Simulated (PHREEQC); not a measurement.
PHREEQC input (Pitzer model, pitzer.dat):

```
SOLUTION 1
  temp 30
  units mol/kgw
  pH 7 charge
  S(6) 0.0038
  Na 0.8032
  C(4) 0.19
  Cl 0.41
END
USE solution 1
INCREMENTAL_REACTIONS false
REACTION 1
  H2O -1
  0 9.886 18.011 24.689 30.178 34.689 38.397 41.444
  43.949 46.007 47.699 49.089 50.232 51.172 51.944 52.578
  53.1 53.528 53.88 54.17 moles
EQUILIBRIUM_PHASES 1
  Burkeite 0 0
  Halite 0 0
  Mirabilite 0 0
  Nahcolite 0 0
  Natron 0 0
  Thenardite 0 0
  Trona 0 0
  CO2(g) -3.4 10
SELECTED_OUTPUT 1
  -reset false
  -pH true
  -pe true
  -ionic_strength true
  -water true
  -activities H2O
  -totals C Cl Na S
  -molalities H+ Na+ Cl- CO3-2 SO4-2 OH- HCO3- CO2 HSO4-
  -equilibrium_phases Burkeite Halite Mirabilite Nahcolite Natron Thenardite Trona
PRINT
  -reset false
END
```

Selected output (columns that matter, 11 of 20 rows; water left (kg) added in front):

```
water left (kg)	pH	mu	C	Cl	Na	S	m_H+	m_Na+	m_Cl-	m_CO3-2	m_SO4-2	la_H2O	Halite	Trona
0.999411	9.8701	0.96273	0.23041	0.41024	0.80367	0.0038022	2.188e-10	0.80367	0.41024	0.15526	0.0038022	-0.0096435	0	0
0.675047	9.903	1.4354	0.33109	0.60736	1.1898	0.0056292	2.0202e-10	1.1898	0.60736	0.23994	0.0056292	-0.014143	0	0
0.45595	9.9271	2.1377	0.47774	0.89922	1.7616	0.0083343	1.8229e-10	1.7616	0.89922	0.36777	0.0083343	-0.020957	0	0
0.30796	9.9434	3.1801	0.69231	1.3313	2.6081	0.012339	1.5538e-10	2.6081	1.3313	0.5596	0.012339	-0.031693	0	0
0.207999	9.9536	4.7255	1.0079	1.9712	3.8615	0.018269	1.1825e-10	3.8615	1.9712	0.84571	0.018269	-0.049692	0	0
0.14048	9.9608	7.0115	1.4742	2.9186	5.7158	0.02705	7.3314e-11	5.7158	2.9186	1.2687	0.02705	-0.082406	0	8.3778e-05
0.113565	9.8964	6.9926	1.2075	3.6103	5.922	0.033461	6.005e-11	5.922	3.6103	1.0371	0.033461	-0.092894	0	0.043555
0.073669	9.7053	7.4664	0.66324	5.5289	6.8551	0.051582	3.6168e-11	6.8551	5.5289	0.5597	0.051582	-0.12971	0.0026922	0.098499
0.0478869	9.7048	7.5233	0.66217	5.5069	6.886	0.079354	3.6266e-11	6.886	5.5069	0.55802	0.079354	-0.12994	0.14629	0.10905
0.0304666	9.704	7.6165	0.66049	5.471	6.9364	0.12473	3.6419e-11	6.9364	5.471	0.55532	0.12473	-0.1303	0.24332	0.11618
0.0186943	9.7027	7.7782	0.65776	5.4088	7.0241	0.20327	3.6663e-11	7.0241	5.4088	0.5508	0.20327	-0.13093	0.30889	0.121
```
